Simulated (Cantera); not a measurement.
What does this Cantera script print?

```python
import numpy as np
import cantera as ct

gas_names = """
    O3 NO CrO3 NO2
""".split()
cond_names = """
    Cr2N(s) Cr2O3(s) Cr2O3(L)
""".split()


def load(file, names, dense=False):
    # The tables refer to 1 bar. Condensed volumes are neglected.
    table = {s.name: s for s in ct.Species.list_from_file(file)}
    out = []
    for n in names:
        d = dict(table[n].input_data)
        d["thermo"] = dict(d["thermo"], **{"reference-pressure": 1e5})
        if dense:
            d["equation-of-state"] = {"model": "constant-volume", "density": "1e6 g/cm^3"}
        out.append(ct.Species.from_dict(d))
    return out


species = {s.name: s for s in load("nasa_gas.yaml", gas_names) + load("nasa_condensed.yaml", cond_names)}
# Each term lists the table entries of one substance; the one whose range holds T is used.
reactions = {
    '4 O3(g) + 3 Cr2N = 3 Cr2O3 + 3 NO(g)':
        [(-4, ['O3']), (-3, ['Cr2N(s)']), (3, ['Cr2O3(s)', 'Cr2O3(L)']), (3, ['NO'])],
    '3 Cr2N + 10 CrO3(g) = 3 NO2(g) + 8 Cr2O3':
        [(-3, ['Cr2N(s)']), (-10, ['CrO3']), (3, ['NO2']), (8, ['Cr2O3(s)', 'Cr2O3(L)'])],
}


def pick(names, T):
    return next(species[n] for n in names if species[n].thermo.min_temp <= T <= species[n].thermo.max_temp)


results = []
for label, terms in reactions.items():
    print(label)
    print("     T/K   dH/kJ  dS/(J/K)   dG/kJ   log10 K")
    for T in [300, 373, 523, 673, 823, 973, 1123, 1273]:
        used = [(nu, pick(names, T)) for nu, names in terms]
        dH = sum(nu * s.thermo.h(T) for nu, s in used) / 1e6
        dS = sum(nu * s.thermo.s(T) for nu, s in used) / 1e3
        dG = dH - T * dS / 1e3
        logK = -dG * 1e6 / (ct.gas_constant * T * np.log(10))
        results.append((label, T, dH, dS, dG, logK, [s.name for _, s in used]))
        print(f"{T:8g} {dH:8.1f} {dS:8.1f} {dG:8.1f} {logK:8.2f}")
```

Result:

```
4 O3(g) + 3 Cr2N = 3 Cr2O3 + 3 NO(g)
     T/K   dH/kJ  dS/(J/K)   dG/kJ   log10 K
     300  -3321.9   -278.5  -3238.3   563.83
     373  -3316.7   -263.0  -3218.6   450.73
     523  -3312.3   -252.8  -3180.1   317.61
     673  -3310.6   -249.8  -3142.5   243.90
     823  -3309.8   -248.8  -3105.1   197.07
     973  -3310.7   -249.7  -3067.7   164.69
    1123  -3312.7   -251.6  -3030.2   140.94
    1273  -3315.6   -254.0  -2992.2   122.78
3 Cr2N + 10 CrO3(g) = 3 NO2(g) + 8 Cr2O3
     T/K   dH/kJ  dS/(J/K)   dG/kJ   log10 K
     300  -5672.2  -1495.8  -5223.4   909.46
     373  -5653.5  -1439.7  -5116.5   716.50
     523  -5629.5  -1385.0  -4905.2   489.90
     673  -5610.0  -1352.2  -4700.0   364.78
     823  -5590.6  -1326.1  -4499.2   285.55
     973  -5572.8  -1306.2  -4301.9   230.94
    1123  -5555.6  -1289.8  -4107.2   191.04
    1273  -5539.1  -1276.0  -3914.8   160.63
```

Source: NASA polynomial tables (part measured, part estimated), evaluated in Cantera. Condensed species are held in their standard states even where they would react or evaporate.
